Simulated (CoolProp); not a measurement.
Saturation properties of p-xylene (Tc = 343.0 °C, pc = 3.532 MPa, ω = 0.324).

Model: reference Helmholtz-energy equation of state, Zhou 2012, in CoolProp.

| T (°C) | p (MPa) | enthalpy of vaporisation (kJ/kg) | liquid viscosity (µPa s) |
|---|---|---|---|
| 36.05 | 0.002163 | 393.4 | 533 |
| 52.05 | 0.004785 | 384.9 | 449 |
| 68.15 | 0.009735 | 376.3 | 384 |
| 84.15 | 0.01829 | [?] | 333 |
| 100.15 | 0.03225 | 358.8 | [?] |
| 116.25 | 0.05399 | 349.6 | 259 |
| 132.25 | 0.08590 | 340.1 | 230 |
| 148.35 | 0.1315 | 330.1 | 205 |
| 164.35 | 0.1938 | 319.6 | 183 |
| 180.35 | [?] | 308.5 | 164 |
| 196.45 | 0.3853 | 296.6 | 147 |
| 212.45 | 0.5227 | 283.8 | 131 |
| 228.45 | 0.6944 | 269.9 | 118 |
| 244.55 | 0.9073 | 254.6 | 105 |

Some entries are withheld; supply them.


- 84.15, enthalpy of vaporisation (kJ/kg): 367.6
- 100.15, liquid viscosity (µPa s): 292
- 180.35, p (MPa): 0.2767

It boils at 138.3 °C under 1 atm.

Viscosity comes from a separate model (Balogun 2015).
